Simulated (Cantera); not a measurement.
A perfectly stirred reactor is fed with C3H8 : O2 : N2 = 1 : 5.81 : 21.9 (molar parts), equivalence ratio 0.86, at 10.0 bar; it is adiabatic with a 400 K inlet, and is followed from long to short residence time, starting on the burning branch (τ in s: 0.026, 0.014, 0.0075, 0.004, 0.0021, 0.0011, 0.0006, 0.00032, 0.00017, 9.1e-05, 4.8e-05, 2.6e-05, 1.4e-05).

Detailed kinetics in Cantera: GRI-Mech 3.0 (53 species, 325 reactions). GRI-Mech 3.0 was tuned for natural gas; its chemistry of propane as a main component is partial and can be far from experiment.

Q: Predict: blow-out, bracketed by the residence times tried; x(C3H8) at τ = 26.0 ms; x(O2) at τ = 26.0 ms; x(NO) at τ = 26.0 ms; x(C2H) at τ = 26.0 ms; x(C2H2) at τ = 26.0 ms; x(C3H8) at τ = 0.600 ms; x(O2) at τ = 0.600 ms; x(NO) at τ = 0.600 ms; x(C2H) at τ = 0.600 ms; x(C2H2) at τ = 0.600 ms.

A: 
| Property | Value |
|---|---|
| blow-out, bracketed by the residence times tried | burning at 26.0 µs, out at 14.0 µs |
| x(C3H8) at τ = 26.0 ms | 1.59e-7 |
| x(O2) at τ = 26.0 ms | 0.0270 |
| x(NO) at τ = 26.0 ms | 0.00108 |
| x(C2H) at τ = 26.0 ms | 4.78e-9 |
| x(C2H2) at τ = 26.0 ms | 1.28e-6 |
| x(C3H8) at τ = 0.600 ms | 4.84e-6 |
| x(O2) at τ = 0.600 ms | 0.0298 |
| x(NO) at τ = 0.600 ms | 0.000162 |
| x(C2H) at τ = 0.600 ms | 9.30e-8 |
| x(C2H2) at τ = 0.600 ms | 1.63e-5 |
